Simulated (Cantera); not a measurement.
Charge: 1 mol MgO, 0.4 mol H2, 0.95 mol C, at 2300 °C and 0.100 bar.

These are equilibrium values from Cantera (NASA tables, ideal gas, pure condensed phases), not measurements of a reactor. Candidate condensed phases: C, C6H6, C7H8, C8H18, H2O, Mg, MgCO3, MgO, Mg(OH)2; 116 gas species. The tables' values for MgH are old estimates; treat these amounts as uncertain. Equilibrium is a limit: real reactors are often held back by kinetics, nucleation or transport.

**Question.** What is the equilibrium state?

**Answer.** 
```
Property                                    Value
--------------------------------------  ---------
x(Mg)                                       0.414
x(CO)                                       0.391
x(H2)                                       0.133
x(H)                                       0.0397
x(H2O)                                     0.0123
x(CO2)                                    0.00565
x(MgOH)                                   0.00128
x(MgH)                                   0.000978
x(OH)                                    0.000826
gas amount                              2.396 mol
log10 activity of Mg(l) (absent)            -3.57
log10 activity of C(graphite) (absent)      -5.07
```
